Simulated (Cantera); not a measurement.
Predominance diagram of Ba at 1725 K against the partial pressures of O2 and H2O (log10, bar). Source: NASA polynomial tables (part measured, part estimated), evaluated in Cantera. Candidates: Ba(l), BaO(s), Ba(OH)2(l). Only these pure phases compete in this equilibrium. Not in the tables: the peroxide.

Which phase is stable at these pairs, and which metal-bearing vapour leads over it? (-7.1, -0.8); (-10.4, -8.1); (-8.4, 1); (-1.3, -8.1); (-10.4, -7.2); (-4.5, -6.3); (-4.5, 0.1)


```
log p(O2)  log p(H2O)       phase  chief vapour  log p (bar)
---------  ----------  ----------  ------------  -----------
-7.1             -0.8      BaO(s)       Ba(OH)2         -3.1
-10.4            -8.1      BaO(s)            Ba         -7.1
-8.4                1  Ba(OH)2(l)       Ba(OH)2         -1.4
-1.3             -8.1      BaO(s)       Ba(OH)2        -10.4
-10.4            -7.2      BaO(s)            Ba         -7.1
-4.5             -6.3      BaO(s)       Ba(OH)2         -8.6
-4.5              0.1      BaO(s)       Ba(OH)2         -2.2
```
